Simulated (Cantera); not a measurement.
Charge: 1 mol SiCl4, 0.065 mol C3H8, 680 mol H2, at 0.120 bar.

Equilibrium computed with Cantera from the NASA thermochemical tables; the gas is ideal and each condensed phase is pure. Candidate condensed phases: C, C6H6, C7H8, C8H18, Si, SiC; 109 gas species. Mutual solubility and eutectic melting of coexisting phases are not modelled. The tables' values for SiCl are old estimates; treat these amounts as uncertain. Gases not in the tables: Si2H6 and higher silanes. The numbers say what is thermodynamically allowed, not how fast it happens.

x: gas mole fraction; n: condensed amount in mol.

```tsv
T (°C)	x H2	x H	x HCl	x Si	x Cl	n Si(l)	n SiC(s)
1625	0.992	0.00225	0.00566	0.000102	9.68e-6	0.608	0.191
1675	0.991	0.00325	0.00566	0.000194	1.39e-5	0.515	0.189
1725	0.989	?	0.00565	?	?	?	0.183
1775	0.987	0.00642	0.00564	0.000630	2.72e-5	0.100	0.172
1825	0.984	0.00881	0.00566	0.000798	3.73e-5	0	0.147
1875	0.981	0.0119	0.00568	0.000917	5.05e-5	0	0.0697
1925	0.977	?	0.00567	0.00104	?	0	0
1975	0.972	0.0209	0.00566	0.00111	8.81e-5	0	0
2025	0.966	0.0272	0.00562	0.00116	0.000114	0	0
2075	0.958	0.0349	0.00558	0.00119	0.000146	0	0
2125	0.948	0.0443	0.00552	0.00122	0.000184	0	0
2175	0.937	0.0556	0.00545	0.00124	0.000230	0	0
2225	0.924	0.0691	0.00535	0.00125	0.000283	0	0
```

Q: Complete the blanks.

A: 
- 1925, x H: 0.0159
- 1925, x Cl: 6.71e-5
- 1725, x H: 0.00461
- 1725, x Si: 0.000354
- 1725, x Cl: 1.96e-5
- 1725, n Si(l): 0.359
